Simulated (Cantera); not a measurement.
A Cantera script and its output.

```python
import numpy as np
import cantera as ct

surf = ct.Interface("ptcombust.yaml", "Pt_surf")
gas = surf.adjacent["gas"]
gas.TPX = 300, 12000, {'H2': 0.022, 'O2': 0.092, 'N2': 0.79}
jet = ct.ImpingingJet(gas=gas, width=0.092, surface=surf)
jet.inlet.mdot, jet.inlet.T, jet.inlet.X = 0.08, 300, {'H2': 0.022, 'O2': 0.092, 'N2': 0.79}
jet.set_refine_criteria(ratio=10, slope=0.2, curve=0.3)
show, cover = ['H2', 'O2', 'H2O', 'OH'], ["PT(S)", "H(S)", "O(S)", "OH(S)", "CO(S)", "C(S)"]

rows = []
print(f"{'Ts/K':>7s}" + "".join(f"{s:>11s}" for s in show + cover) + "   (gas at the wall, coverages)")
for i, Ts in enumerate([600, 650, 700, 750, 800, 850]):
    jet.surface.T = Ts
    if i == 0:
        surf.TP = Ts, 12000
        surf.coverages = "PT(S):0.5, O(S):0.5"
        surf.advance_coverages(1.0)
        jet.set_initial_guess(products="inlet")
    jet.solve(loglevel=0, auto=(i == 0))
    rows.append([*(jet.X[gas.species_index(s), -1] for s in show), *surf[cover].coverages])
    print(f"{Ts:7g}" + "".join(f"{x:11.3e}" for x in rows[-1]))
```

It prints:

```
   Ts/K         H2         O2        H2O         OH      PT(S)       H(S)       O(S)      OH(S)      CO(S)       C(S)   (gas at the wall, coverages)
    600  1.995e-03  7.769e-02  4.364e-02  1.181e-12  4.222e-02  1.150e-09  9.515e-01  6.305e-03 -2.016e-22 -3.026e-36
    650  1.971e-03  7.773e-02  4.340e-02  1.520e-11  4.462e-02  1.786e-09  9.511e-01  4.239e-03  1.073e-20  7.277e-26
    700  1.844e-03  7.767e-02  4.337e-02  1.322e-10  4.992e-02  3.180e-09  9.470e-01  3.101e-03  1.404e-19  2.140e-26
    750  1.479e-03  7.734e-02  4.383e-02  7.905e-10  6.569e-02  7.200e-09  9.317e-01  2.561e-03  3.476e-18 -1.647e-28
    800  1.033e-03  7.693e-02  4.444e-02  3.532e-09  9.852e-02  1.980e-08  8.991e-01  2.332e-03  3.688e-19  4.686e-27
    850  7.360e-04  7.668e-02  4.478e-02  1.243e-08  1.464e-01  5.259e-08  8.515e-01  2.157e-03  7.126e-23  1.480e-25
```

Cantera simulation using Deutschmann's 1995 Pt surface mechanism with GRI-Mech 3.0 gas chemistry; the numbers are that mechanism's predictions, not measurements. Catalytic surfaces can have several steady states; this one follows from the mechanism file's or the stated starting coverage.
